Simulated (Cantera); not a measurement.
Standard-state values (1 bar) from the NASA 1993 polynomials, evaluated with Cantera. Values are per mole of reaction as written; species without (g) are pure solids or liquids, kept so even where they would boil at 1 bar.

Problem. Between 300 and 2375 K, where is each reaction favourable under standard conditions?
- 10 N2O(g) + 2 P2(g) → 10 N2(g) + P4O10(g)

Solution. 
- 10 N2O(g) + 2 P2(g) → 10 N2(g) + P4O10(g): ΔG° is -3913 kJ at 300 K and -3302 kJ at 2375 K; it stays negative (K > 1). ΔH° is -3994 kJ and ΔS° -291 J/K at 2375 K.
